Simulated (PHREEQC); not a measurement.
0.054 g of hydrous ferric oxide (600 m²/g; 0.2 weak and 0.005 strong sites per Fe, Dzombak-Morel constants, diffuse double layer) in 1 kg of water with 0.001 mol/kgw of an inert sodium salt and 1.7e-05 mol PbCl2 and 1.9e-06 mol MnCl2, at 25 °C; the pH is set by adding NaOH or the inert anion's acid. The system is closed to oxygen. The system is closed to CO2. No solid was allowed to form.

The series has 17 steps of pH, from 4 to 10.

Model: ion-association model, wateq4f.dat, run in PHREEQC.

Q: Near which pH is half of the Pb sorbed, and on which side is more sorbed?

A: Near pH 5.9, with more sorbed at higher pH.

Q: Near which pH is half of the Mn sorbed, and on which side is more sorbed?

A: Near pH 8.0, with more sorbed at higher pH.

Q: At which pH does the surface charge pass through zero?

A: Near pH 8.4.
